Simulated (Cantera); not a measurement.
Feed: 1 mol Si3N4, 0.46 mol N2O, 120 mol N2, 0.074 mol O2.

These are equilibrium values from Cantera (NASA tables, ideal gas, pure condensed phases), not measurements of a reactor. Candidate condensed phases: Si, SiO2, Si2N2O, Si3N4; 16 gas species. Mutual solubility and eutectic melting of coexisting phases are not modelled. Equilibrium is a limit: real reactors are often held back by kinetics, nucleation or transport.

Stable condensed phases, one row left out:

```
T in K \ P in Pa
            0.10       1      10     100    1000   10000  100000 1000000
   2100        A       A       A       A       B       B       C       D
   2000        A       A       A       A       B       B       D       D
   1900        A       A       A       B       B       C       D       D
   1800        A       A       A       B       C       D       D       D
   1700        A       A       B       B       D       D       D       D
   1500        B       B       C       D       D       D       D       D
   1400        B       C       D       D       D       D       D       D
   1300        D       D       D       D       D       D       D       D
```

A: gas only; B: Si; C: Si3N4; D: Si2N2O + Si3N4.

Problem. Give the row for 1600 K.

Solution. 0.10: gas only; 1: Si; 10: Si; 100: Si3N4; 1000: Si2N2O + Si3N4; 10000: Si2N2O + Si3N4; 100000: Si2N2O + Si3N4; 1000000: Si2N2O + Si3N4.
